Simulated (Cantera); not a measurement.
An isothermal, constant-pressure homogeneous reactor starts with H2 : O2 : N2 = 0.018 : 1 : 4.3 (molar parts), at 1175 K and 7.50 Torr.

Model: the H2/O2 subset of GRI-Mech 3.0, which has no nitrogen chemistry, integrated in Cantera. Radical loss at walls, strong at low pressure, is not modelled.

x: mole fraction; the columns are a selection and need not sum to one.

```csv
t (s),x H2,x O2,x HO2,x O,x H
0.000400,0.00338,0.188,1.08e-10,4.56e-11,6.72e-11
0.00132,0.00338,0.188,3.57e-10,3.16e-10,1.46e-10
0.00435,0.00338,0.188,1.18e-9,2.78e-9,6.45e-10
0.0143,0.00338,0.188,4.64e-9,2.17e-7,4.27e-8
0.0473,___,0.185,___,___,___
0.156,2.20e-5,0.185,2.26e-7,0.00241,0.000216
0.514,1.52e-5,0.186,1.95e-7,0.00165,0.000122
1.69,6.08e-6,0.186,1.29e-7,0.000643,3.02e-5
5.58,___,0.187,___,___,___
18.4,1.59e-7,0.187,1.33e-8,1.67e-5,1.28e-7
60.7,2.24e-8,0.187,2.70e-9,2.38e-6,6.86e-9
200,4.08e-9,0.187,7.29e-10,4.36e-7,5.37e-10
```

### Question
Complete the blanks.

### Answer

- 0.0473, x H2: 0.000293
- 0.0473, x HO2: 3.42e-7
- 0.0473, x O: 0.00218
- 0.0473, x H: 0.000407
- 5.58, x H2: 1.19e-6
- 5.58, x HO2: 5.26e-8
- 5.58, x O: 0.000125
- 5.58, x H: 2.59e-6
